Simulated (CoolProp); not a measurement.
A single-stage vapour-compression cycle with R142b: evaporating at 219.15 K (dew point), condensing at 286.15 K (bubble point), superheat 5 K, subcooling 2 K, compressor efficiency 0.65, no pressure losses. Each further row changes one setting.

Computed with CoolProp (reference Helmholtz-energy equation of state, Lemmon 2006). It is a short technical equation, of lower accuracy than the large ones.

```csv
case,cooling COP,pressure ratio,discharge temperature (K),refrigerating effect (kJ/kg),volumetric capacity (kJ/m³)
as stated,1.67,21.8,354.3,172,98.3
evaporating temperature 224.15 K,___,___,347.1,175,133
condensing temperature 281.15 K,___,18.4,___,178,102
subcooling 7 K,___,21.8,354.3,178,102
superheat 15 K,1.67,21.8,366.3,179,97.8
compressor efficiency 0.55,___,21.8,___,172,98.3
```

Question: Some entries are withheld; supply them.

Answer: 
- evaporating temperature 224.15 K, cooling COP: 1.89
- evaporating temperature 224.15 K, pressure ratio: 16.1
- condensing temperature 281.15 K, cooling COP: 1.85
- condensing temperature 281.15 K, discharge temperature (K): 346.8
- subcooling 7 K, cooling COP: 1.73
- compressor efficiency 0.55, cooling COP: 1.41
- compressor efficiency 0.55, discharge temperature (K): 373.8
